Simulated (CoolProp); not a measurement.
A simple Rankine cycle with isobutane: condensing at 309.15 K, boiler at 1.31 MPa, turbine inlet 391.8 K, turbine efficiency 0.85, pump efficiency 0.7, no recuperator. Each further row changes one setting.

The numbers come from the reference Helmholtz-energy equation of state, Bücker 2006 in CoolProp.

| case | thermal efficiency (%) | net work (kJ/kg) | heat in (kJ/kg) | turbine exit temperature (K) | volume ratio over the turbine |
|---|---|---|---|---|---|
| as stated | 8.4 | 38.8 | 460 | 362.9 | 2.81 |
| turbine inlet 411.8 K | 8.3 | 42.0 | 507 | 383.8 | 2.77 |
| condensing temperature 301.15 K | 9.9 | 47.6 | 480 | 357.3 | 3.50 |
| boiler pressure 0.917 MPa | 5.6 | 26.6 | 471 | 374.1 | 1.92 |
| turbine efficiency 0.75 | 7.4 | 34.0 | 460 | 365.3 | 2.83 |
